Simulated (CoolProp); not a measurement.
Vapour-liquid equilibrium of carbon dioxide (1) + C2F6 (R116) (2) at 243.8 K; x and y are mole fractions of (1).

Values from CoolProp's multi-fluid Helmholtz-energy mixture model, Span 1996 and Lemmon 2006; pair parameters Bell 2016.

### Question
Give the bubble pressure and the first vapour's composition at x = 0.05, 0.2, 0.65. Is there an azeotrope?

### Answer
x = 0.05: 876.3 kPa, y = 0.132; x = 0.2: 1161 kPa, y = 0.405; x = 0.65: 1597 kPa, y = 0.718. y crosses x between x = 0.65 and 0.8: the model has an azeotrope there.

The pair parameters rest on a limited set of measurements; away from them the model extrapolates.
